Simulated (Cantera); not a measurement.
A perfectly stirred reactor is fed with H2 : O2 = 0.35 : 1 (molar parts), equivalence ratio 0.17, at 1700 Pa; it is held at 1225 K, and followed from long to short residence time.

Computed with Cantera and GRI-Mech 3.0 (53 species, 325 reactions). Radical loss at walls, strong at low pressure, is not modelled. The temperature is held fixed by assumption; the heat of reaction is taken as removed at once.

**Question.** Predict: x(H2) at τ = 4.10 s; x(O2) at τ = 4.10 s; x(H2O2) at τ = 4.10 s; x(H2O) at τ = 4.10 s; x(OH) at τ = 4.10 s; x(H2) at τ = 31.0 ms; x(O2) at τ = 31.0 ms; x(H2O2) at τ = 31.0 ms; x(H2O) at τ = 31.0 ms; x(OH) at τ = 31.0 ms.

**Answer.** 
```json
{
  "x(H2) at τ = 4.10 s": "0.000291",
  "x(O2) at τ = 4.10 s": "0.701",
  "x(H2O2) at τ = 4.10 s": "2.73e-7",
  "x(H2O) at τ = 4.10 s": "0.296",
  "x(OH) at τ = 4.10 s": "0.00151",
  "x(H2) at τ = 31.0 ms": "0.00624",
  "x(O2) at τ = 31.0 ms": "0.679",
  "x(H2O2) at τ = 31.0 ms": "7.01e-7",
  "x(H2O) at τ = 31.0 ms": "0.275",
  "x(OH) at τ = 31.0 ms": "0.00744"
}
```
